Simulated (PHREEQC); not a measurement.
Consider water at 75 °C with 0.21 mol/kgw KH2PO4 and 0.0011 mol/kgw K2HPO4. Closed to the air; pH follows from the charge balance.

All values are PHREEQC results (ion-association model, wateq4f.dat), not measurements.

```tsv
quantity	before	after
pH	4.60	11.29
ionic strength (mol/kgw)	0.214	1.10
HPO4-2 (mol/kgw)	0.00183	0.0587
KHPO4- (mol/kgw)	0.000185	3.12e-5
PO4-3 (mol/kgw)	4.18e-10	0.142
```

### Question
What was changed between the two runs?
A. temperature from 75 to 20 °C
B. KH2PO4 replaced by Na3PO4 at the same molality
C. KH2PO4 from 0.21 to 0.042 mol/kgw
D. KH2PO4 from 0.21 to 0.189 mol/kgw
E. K2HPO4 left out

### Answer
B, KH2PO4 replaced by Na3PO4 at the same molality

Precipitation was switched off in this run. The ionic strength passes 0.7 mol/kgw, the rough limit of the ion-association models, in after. H3PO4, which wateq4f.dat lacks, is added to it with the constant of phreeqc.dat. Away from 25 °C the constants follow the database's enthalpies or fits; those with neither stay at their 25 °C values.
